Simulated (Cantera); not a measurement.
## Equilibrium for carbon deposition, reforming and gasification: acetone + H2 + N2

A closed system holds: 1 mol acetone, 59 mol H2, 0.26 mol N2, held at 2098.15 K.

These are equilibrium values from Cantera (NASA tables, ideal gas, pure condensed phases), not measurements of a reactor. Candidate condensed phases: C, C6H6, C7H8, C8H18, H2O; 136 gas species. The feed counts by its element totals alone. The ideal-gas law is rough above about 30 bar. The numbers say what is thermodynamically allowed, not how fast it happens.

| P (Pa) | x H2 | x H | x CH4 | x CO | x N2 | x C2H2 (acetylene) | x HCN | x C2H4 | n C(graphite) |
|---|---|---|---|---|---|---|---|---|---|
| 10 | 0.720 | 0.261 | 1.72e-8 | 0.0137 | 0.00304 | 0.00103 | 0.000996 | 2.96e-10 | 1.77 |
| 72 | 0.872 | 0.107 | 1.81e-7 | 0.0150 | 0.00328 | 0.00125 | 0.00114 | 3.12e-9 | 1.75 |
| 520 | 0.937 | 0.0414 | 1.51e-6 | 0.0155 | 0.00338 | 0.00134 | 0.00120 | 2.61e-8 | 1.74 |
| 3700 | 0.962 | 0.0157 | 1.14e-5 | 0.0157 | 0.00342 | 0.00137 | 0.00122 | 1.96e-7 | 1.74 |
| 27000 | 0.972 | 0.00584 | 8.46e-5 | 0.0158 | 0.00344 | 0.00139 | 0.00123 | 1.46e-6 | 1.73 |
| 190000 | 0.975 | 0.00221 | 0.000599 | 0.0158 | 0.00345 | 0.00139 | 0.00124 | 1.03e-5 | 1.70 |
| 1400000 | 0.973 | 0.000812 | 0.00439 | 0.0159 | 0.00346 | 0.00139 | 0.00124 | 7.56e-5 | 1.45 |
| 10000000 | 0.949 | 0.000300 | 0.0279 | 0.0161 | 0.00356 | 0.00118 | 0.00116 | 0.000449 | 0 |
x: gas mole fraction; n: condensed amount in mol.

From 10.0 Pa to 14.0 bar the condensed part is C(graphite). At 100 bar nothing is condensed. The main C-bearing gas is CO at 10.0 Pa and CH4 at 100 bar. The share of C in condensed phases is highest at 10.0 Pa (59.0 %) and lowest at 100 bar (0.0 %).
